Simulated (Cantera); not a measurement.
## Counterflow diffusion flame

A counterflow diffusion flame at 0.987 atm, nozzles 20 mm apart: fuel side CH4 : N2 = 1 : 0.4 (molar parts) at 573 K, oxidiser side O2 : N2 = 0.24 : 0.76 (molar parts) at 775 K, fuel mass flux 0.92 times the oxidiser's; mixture-averaged transport, no radiation.

Computed with Cantera and GRI-Mech 3.0 (53 species, 325 reactions). GRI-Mech 3.0 has no aromatics or soot, which form on the fuel side of real flames. The maximum strain rate includes the flame's own expansion and is several times the mean.

```json
[
 {"oxidiser flux (kg/m²/s)": "0.25", "max strain (1/s)": "240", "mean strain (1/s)": "56.0", "T max (K)": "2308", "peak x OH": "0.0127", "peak x H": "0.00596", "peak x NO": "0.000528", "peak x CO": "0.0768", "peak x C2H2": "0.0180"},
 {"oxidiser flux (kg/m²/s)": "0.34", "max strain (1/s)": "317", "mean strain (1/s)": "76.1", "T max (K)": "2292", "peak x OH": "0.0128", "peak x H": "0.00624", "peak x NO": "0.000484", "peak x CO": "0.0753", "peak x C2H2": "0.0174"},
 {"oxidiser flux (kg/m²/s)": "0.46", "max strain (1/s)": "418", "mean strain (1/s)": "103", "T max (K)": "2278", "peak x OH": "0.0127", "peak x H": "0.00648", "peak x NO": "0.000445", "peak x CO": "0.0739", "peak x C2H2": "0.0168"},
 {"oxidiser flux (kg/m²/s)": "0.62", "max strain (1/s)": "550", "mean strain (1/s)": "139", "T max (K)": "2264", "peak x OH": "0.0127", "peak x H": "0.00672", "peak x NO": "0.000408", "peak x CO": "0.0726", "peak x C2H2": "0.0161"},
 {"oxidiser flux (kg/m²/s)": "0.84", "max strain (1/s)": "728", "mean strain (1/s)": "188", "T max (K)": "2251", "peak x OH": "0.0126", "peak x H": "0.00695", "peak x NO": "0.000370", "peak x CO": "0.0714", "peak x C2H2": "0.0154"},
 {"oxidiser flux (kg/m²/s)": "1.1", "max strain (1/s)": "935", "mean strain (1/s)": "246", "T max (K)": "2240", "peak x OH": "0.0125", "peak x H": "0.00716", "peak x NO": "0.000336", "peak x CO": "0.0706", "peak x C2H2": "0.0148"},
 {"oxidiser flux (kg/m²/s)": "1.6", "max strain (1/s)": "1330", "mean strain (1/s)": "358", "T max (K)": "2222", "peak x OH": "0.0122", "peak x H": "0.00739", "peak x NO": "0.000285", "peak x CO": "0.0695", "peak x C2H2": "0.0138"},
 {"oxidiser flux (kg/m²/s)": "2.1", "max strain (1/s)": "1710", "mean strain (1/s)": "470", "T max (K)": "2206", "peak x OH": "0.0119", "peak x H": "0.00749", "peak x NO": "0.000246", "peak x CO": "0.0688", "peak x C2H2": "0.0131"},
 {"oxidiser flux (kg/m²/s)": "2.8", "max strain (1/s)": "2240", "mean strain (1/s)": "627", "T max (K)": "2188", "peak x OH": "0.0116", "peak x H": "0.00754", "peak x NO": "0.000203", "peak x CO": "0.0683", "peak x C2H2": "0.0121"},
 {"oxidiser flux (kg/m²/s)": "3.9", "max strain (1/s)": "3050", "mean strain (1/s)": "873", "T max (K)": "2161", "peak x OH": "0.0110", "peak x H": "0.00747", "peak x NO": "0.000154", "peak x CO": "0.0678", "peak x C2H2": "0.0106"}
]
```
x: mole fraction; the columns are a selection and need not sum to one.
